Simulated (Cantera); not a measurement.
**Diamond growth**

A diamond (100) surface in a fixed gas of H2 with x(CH4) = 0.027, x(H) = 0.0039, at 1250 K, 0.0350 bar; coverages are run to steady state.

Detailed kinetics in Cantera: the Harris–Goodwin 1993 mechanism for the reconstructed diamond (100) surface.

| x(CH3) | growth (µm/h) | θ c6HH | θ c6H* | θ c6*H | θ c6** | θ c6HM |
|---|---|---|---|---|---|---|
| 1e-06 | 0.00643 | 0.415 | 0.0435 | 0.507 | 0.0350 | 4.25e-6 |
| 2.2e-06 | 0.0142 | 0.415 | 0.0435 | 0.507 | 0.0350 | 9.34e-6 |
| 4.7e-06 | 0.0302 | 0.415 | 0.0435 | 0.507 | 0.0350 | 2.00e-5 |
| 1e-05 | 0.0643 | 0.415 | 0.0435 | 0.507 | 0.0349 | 4.24e-5 |
| 2.2e-05 | 0.141 | 0.415 | 0.0435 | 0.507 | 0.0349 | 9.33e-5 |
| 4.7e-05 | 0.302 | 0.414 | 0.0435 | 0.507 | 0.0349 | 0.000199 |
| 0.0001 | 0.640 | 0.414 | 0.0435 | 0.506 | 0.0347 | 0.000423 |
| 0.00022 | 1.40 | 0.414 | 0.0434 | 0.506 | 0.0345 | 0.000928 |
| 0.00047 | 2.95 | 0.413 | 0.0433 | 0.505 | 0.0339 | 0.00197 |
θ: site fractions in the mechanism's names (c6HH fully hydrogenated, c6H* and c6*H radical sites, c6** diradical, c6HM methylated).
